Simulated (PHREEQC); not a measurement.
NaOH is added in steps, without added water, to 1 kg of water holding 0.0016 mol/kgw ZnCl2, 0.03 mol/kgw Na2SO4 and 0.00013 mol/kgw H2SO4, at 25 °C. O2 is buffered at 0.21 atm. The system is closed to CO2. Solids allowed: Zn(OH)2-e, Zn4(OH)6SO4, Zn5(OH)8Cl2, Halite, Mirabilite, Goslarite. Others were left out.

Base run: PHREEQC, ion-association model, wateq4f.dat. Each further column changes one thing. The table gives pH.

```
NaOH added (mol)   base  metal-ligand complexes left out  Davies equation for every ion  all activity coefficients set to 1
----------------  -----  -------------------------------  -----------------------------  ----------------------------------
0                  3.98                             4.00                           3.99                                4.09
0.0005125          7.44                             7.22                           7.45                                7.48
0.0008542          7.49                             7.27                           7.50                                7.53
0.001367           7.59                             7.36                           7.60                                7.63
0.001879           7.74                             7.51                           7.75                                7.78
0.002221           7.81                             7.67                           7.81                                7.94
0.002733           7.84                             7.83                           7.84                                7.98
0.003246           8.10                             7.93                           8.11                                8.18
0.003587           9.99                             9.99                          10.00                               10.11
0.0041            10.69                            10.69                          10.70                               10.81
```
